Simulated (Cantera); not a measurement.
Cantera run, input and output.

```python
import numpy as np
import cantera as ct

gas = ct.Solution("h2o2.yaml")
gas.TPX = 475, 21000, {'H2': 1, 'O2': 0.575, 'N2': 2.16}
inlet = ct.Reservoir(gas, clone=True)
gas.equilibrate("HP")  # start burning
reactor = ct.IdealGasConstPressureReactor(gas, energy="on", clone=False)
exhaust = ct.Reservoir(gas, clone=True)
tau = [0.076, 0.024, 0.0077, 0.0025, 0.00079, 0.00025, 8.1e-05, 2.6e-05, 8.3e-06][0]
for a, b in ((inlet, reactor), (reactor, exhaust)):
    ct.MassFlowController(a, b, mdot=lambda t: reactor.mass / tau)
net = ct.ReactorNet([reactor])
show = ['H2', 'O2', 'H2O2', 'O', 'HO2', 'OH', 'H2O']

rows = []
print(f"{'tau/s':>10s}{'T/K':>9s}" + "".join(f"{s:>11s}" for s in show))
for tau in [0.076, 0.024, 0.0077, 0.0025, 0.00079, 0.00025, 8.1e-05, 2.6e-05, 8.3e-06]:
    net.initial_time = 0.0
    net.advance(30 * tau)
    before = gas.X
    net.advance(40 * tau)
    drift = np.max(np.abs(gas.X - before) / (gas.X + 1e-9))
    rows.append([gas.T, *gas[show].X, drift])
    print(f"{tau:10.3e}{gas.T:9.1f}" + "".join(f"{x:11.3e}" for x in gas[show].X))
```

It prints:

```
     tau/s      T/K         H2         O2       H2O2          O        HO2         OH        H2O
 7.600e-02   2276.7  1.336e-02  2.571e-02  8.189e-08  2.882e-03  1.871e-06  1.360e-02  2.824e-01
 2.400e-02   2189.5  1.895e-02  2.795e-02  8.092e-08  4.562e-03  1.932e-06  1.559e-02  2.717e-01
 7.700e-03   2036.6  2.668e-02  3.183e-02  1.184e-07  7.619e-03  2.657e-06  1.691e-02  2.553e-01
 2.500e-03   1836.1  3.338e-02  3.676e-02  2.505e-07  1.137e-02  4.219e-06  1.588e-02  2.371e-01
 7.900e-04   1603.6  3.774e-02  4.278e-02  6.796e-07  1.449e-02  6.727e-06  1.238e-02  2.192e-01
 2.500e-04   1362.0  4.552e-02  5.231e-02  1.432e-06  1.450e-02  1.125e-05  7.787e-03  1.985e-01
 8.100e-05    475.0  2.677e-01  1.539e-01 -2.647e-19 -5.144e-20 -7.460e-18 -7.142e-22 -4.267e-16
 2.600e-05    475.0  2.677e-01  1.539e-01 -1.571e-22 -2.761e-23 -4.420e-21 -3.833e-25 -2.533e-19
 8.300e-06    475.0  2.677e-01  1.539e-01 -9.926e-24 -1.728e-24 -2.755e-22 -2.394e-26 -1.600e-20
```

Computed with Cantera and the H2/O2 subset of GRI-Mech 3.0, which has no nitrogen chemistry.
